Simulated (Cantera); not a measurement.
Charge: 1 mol Si2Cl6, 2 mol NH3, 51 mol N2, equilibrated at 1625 °C and 0.570 bar.

These are equilibrium values from Cantera (NASA tables, ideal gas, pure condensed phases), not measurements of a reactor. Candidate condensed phases: NH4Cl, Si, Si3N4; 28 gas species. The feed counts by its element totals alone. The tables' values for SiCl3, SiCl are old estimates; treat these amounts as uncertain. Kinetics and transport are ignored.

Base state: N2 0.897, HCl 0.0418, H2 0.0309, SiCl2 0.0281, SiCl3 0.00169, Cl 0.000186, H 0.000182, SiCl4 0.000138 (mole fractions); condensed: Si3N4(s).

Problem. What changes in the equilibrium state with this change: Si2Cl6 replaced by SiHCl3?

Solution. 
| species | before | after |
|---|---|---|
| N2 | 0.897 | 0.912 |
| H2 | 0.0309 | 0.0461 |
| HCl | 0.0418 | 0.0310 |
| SiCl2 | 0.0281 | 0.0103 |
| SiCl4 | 0.000138 | 1.86e-5 |
| SiCl3 | 0.00169 | 0.000376 |
| SiHCl3 | 3.22e-5 | 8.72e-6 |
| SiCl | 3.53e-5 | 2.12e-5 |
| Si3N4(s), mol | 0.0898 | 0.131 |
